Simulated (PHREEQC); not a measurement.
Make-up at 25 °C: 0.00034 mol Ca(HCO3)2, 0.0037 mol CO2 and 0.0018 mol KCl per kg of water. Closed to the air; pH follows from the charge balance.

Equilibrium calculation in PHREEQC: ion-association model, wateq4f.dat.

This is a speciation only: nothing precipitates in the calculation.

Estimate the pH, ionic strength.

pH 5.59; ionic strength 0.00282 mol/kgw.

In which forms is C present?

CO2 84 %, HCO3- 16 % of the C.
